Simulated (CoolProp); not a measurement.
A Linde-Hampson liquefier for ethane: isothermal reversible compression at 320 K from 1 atm to 25 MPa, throttling to 1 atm, return gas leaving the recuperator 10 K below the feed. Each further row changes one setting.

Computed with CoolProp (reference Helmholtz-energy equation of state, Bücker 2006).

| case | liquid yield per pass | compression work (kJ/kg of gas) |
|---|---|---|
| as stated | 0.453 | 378 |
| high pressure 50 MPa | … | … |
| warm-end temperature 350 K | 0.374 | … |
| warm-end gap 15 K | … | 378 |

Problem. Fill in the missing entries.

Solution. 
- high pressure 50 MPa, liquid yield per pass: 0.436
- high pressure 50 MPa, compression work (kJ/kg of gas): 436
- warm-end temperature 350 K, compression work (kJ/kg of gas): 443
- warm-end gap 15 K, liquid yield per pass: 0.446
